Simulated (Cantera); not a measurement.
Input: 1 mol SiCl4, 0.041 mol HCl, 4.1 mol H2, 0.91 mol CH4, equilibrated at 2048 K and 1.80 mbar.

Method: chemical equilibrium by Gibbs-energy minimisation in Cantera with the NASA 1993 tables (ideal gas, pure condensed phases). Candidate condensed phases: C, C6H6, C7H8, C8H18, Si, SiC; 109 gas species. The tables' values for SiCl, SiCl3 are old estimates; treat these amounts as uncertain. Kinetics and transport are ignored.

Base state: H2 0.511, HCl 0.383, SiCl2 0.0424, H 0.0377, Cl 0.0209, Si 0.00274, SiCl 0.00148, C2H2 (acetylene) 0.000535 (mole fractions); condensed: C(graphite) + SiC(s).

Q: What changes in the equilibrium state with this change: CH4 from 0.91 to 0.015 mol?

A: 
```tsv
species	before	after
H2	0.511	0.462
HCl	0.383	0.330
SiCl2	0.0424	0.136
Si	0.00274	0.0107
Cl	0.0209	0.0190
H	0.0377	0.0359
C2H2 (acetylene)	0.000535	3.17e-5
Si2	2.07e-6	3.16e-5
Si2C	9.14e-5	0.000357
C(graphite), mol	0.287	0
SiC(s), mol	0.611	0.0118
```
Gases not in the tables: Si2H6 and higher silanes.
